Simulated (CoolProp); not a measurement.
A closed Brayton cycle with carbon dioxide: compressor inlet 308.15 K and 8.5 MPa, high pressure 23 MPa, turbine inlet 950 K, compressor efficiency 0.85, turbine efficiency 0.93, recuperator effectiveness 0.8 (on enthalpy, no pinch check). Each further row changes one setting.

The numbers come from the reference Helmholtz-energy equation of state, Span 1996 in CoolProp.

| case | thermal efficiency (%) | net work (kJ/kg) | compressor to turbine work | compressor exit (K) | turbine exit (K) |
|---|---|---|---|---|---|
| as stated | 33.0 | 133 | 0.16 | 339.9 | 815.7 |
| turbine inlet 900 K | 32.3 | 124 | ? | 339.9 | 770.4 |
| compressor inlet 318.15 K | 32.9 | 114 | ? | ? | 815.7 |
| high pressure 19.6 MPa | ? | 114 | ? | ? | 836.6 |
| recuperator effectiveness 0.5 | 23.1 | 133 | 0.16 | 339.9 | 815.7 |

### Question
Complete the blanks.

### Answer

- turbine inlet 900 K, compressor to turbine work: 0.17
- compressor inlet 318.15 K, compressor to turbine work: 0.28
- compressor inlet 318.15 K, compressor exit (K): 391.8
- high pressure 19.6 MPa, thermal efficiency (%): 30.1
- high pressure 19.6 MPa, compressor to turbine work: 0.15
- high pressure 19.6 MPa, compressor exit (K): 334.2
